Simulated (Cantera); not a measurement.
A perfectly stirred reactor is fed with CH₃OH : O₂ : N₂ = 1 : 1.25 : 4.7 (molar parts), at 1.00 bar; it is adiabatic with a 725 K inlet, and is followed from long to short residence time, starting on the burning branch (τ in s: 0.14, 0.065, 0.03, 0.014, 0.0063, 0.0029, 0.0013, 0.00061, 0.00028, 0.00013, 5.9e-05, 2.7e-05, 1.3e-05).

Model: GRI-Mech 3.0 (53 species, 325 reactions), integrated in Cantera. GRI-Mech 3.0 was tuned for natural gas; its chemistry of methanol as a main component is partial and can be far from experiment.

x: mole fraction; the columns are a selection and need not sum to one.

```tsv
τ (s)	T (K)	x CH₃OH	x O₂	x CH₂O	x OH	x CH₂	x O
0.14	2395	3.71e-7	0.00167	4.08e-7	0.00499	2.40e-8	0.000395
0.065	2388	7.44e-7	0.00195	8.10e-7	0.00535	4.52e-8	0.000462
0.030	2375	1.44e-6	0.00245	1.54e-6	0.00597	7.99e-8	0.000589
0.014	2353	2.63e-6	0.00329	2.79e-6	0.00685	1.33e-7	0.000811
0.0063	2319	4.81e-6	0.00459	4.99e-6	0.00802	2.26e-7	0.00119
0.0029	2274	8.55e-6	0.00627	8.65e-6	0.00924	3.95e-7	0.00172
0.0013	2219	1.57e-5	0.00831	1.54e-5	0.0104	7.49e-7	0.00243
0.00061	2164	2.90e-5	0.0104	2.75e-5	0.0111	1.42e-6	0.00315
0.00028	2109	[?]	[?]	[?]	0.0114	[?]	[?]
0.00013	2060	0.000121	0.0156	0.000107	0.0112	5.71e-6	0.00414
5.9e-5	2002	0.000297	0.0209	0.000255	0.00999	1.22e-5	0.00392
2.7e-5	725	0.144	0.180	<1e-12	<1e-12	<1e-12	<1e-12
1.3e-5	725	0.144	0.180	<1e-12	<1e-12	<1e-12	<1e-12
```

Some entries are withheld; supply them.


- 0.00028, x CH₃OH: 5.75e-5
- 0.00028, x O₂: 0.0127
- 0.00028, x CH₂O: 5.26e-5
- 0.00028, x CH₂: 2.83e-6
- 0.00028, x O: 0.00380
